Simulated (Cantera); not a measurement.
**Equilibrium for abatement and gas-phase synthesis: NF3 + O2 + N2**

A closed system holds: 1 mol NF3, 0.098 mol O2, 41 mol N2, held at 2850 °C and 4600 Pa.

Equilibrium computed with Cantera from the NASA thermochemical tables; the gas is ideal and each condensed phase is pure. Kinetics and transport are ignored.

The x(N2) comes out as 0.928 and the x(F) is 0.0671. The x(O) comes out as 0.00373 and the x(NO) comes out as 0.000614. The x(N) is 0.000134, the x(O2) is 2.21e-5 and the gas amount comes out as 44.68 mol.
